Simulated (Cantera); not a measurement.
A diamond (100) surface in a fixed gas of H2 with x(CH4) = 0.0024, x(H) = 0.011, at 925 K, 17.3 Torr; coverages are run to steady state.

Cantera simulation using the Harris–Goodwin 1993 mechanism for the reconstructed diamond (100) surface; the numbers are that mechanism's predictions, not measurements.

θ: site fractions in the mechanism's names (c6HH fully hydrogenated, c6H* and c6*H radical sites, c6** diradical, c6HM methylated).

```
x(CH3)   growth (µm/h)  θ c6HH  θ c6H*  θ c6*H   θ c6**    θ c6HM
-------  -------------  ------  ------  ------  -------  --------
1e-06          0.00832   0.668  0.0123   0.315  0.00547   6.84e-5
2.3e-06         0.0191   0.667  0.0123   0.315  0.00547  0.000157
5.2e-06         0.0433   0.667  0.0123   0.315  0.00547  0.000355
1.2e-05              ?   0.667  0.0123   0.314  0.00547         ?
2.8e-05          0.232   0.666  0.0122   0.314  0.00546   0.00191
6.3e-05          0.521   0.664  0.0122   0.313  0.00544   0.00428
0.00014              ?   0.660  0.0121   0.311  0.00539         ?
0.00033           2.66   0.649  0.0119   0.306  0.00528    0.0219
0.00076           5.90   0.627  0.0115   0.295  0.00505    0.0485
```

Task: What belongs in the gaps?

Result: 
- 1.2e-05, growth (µm/h): 0.0998
- 1.2e-05, θ c6HM: 0.000820
- 0.00014, growth (µm/h): 1.15
- 0.00014, θ c6HM: 0.00945
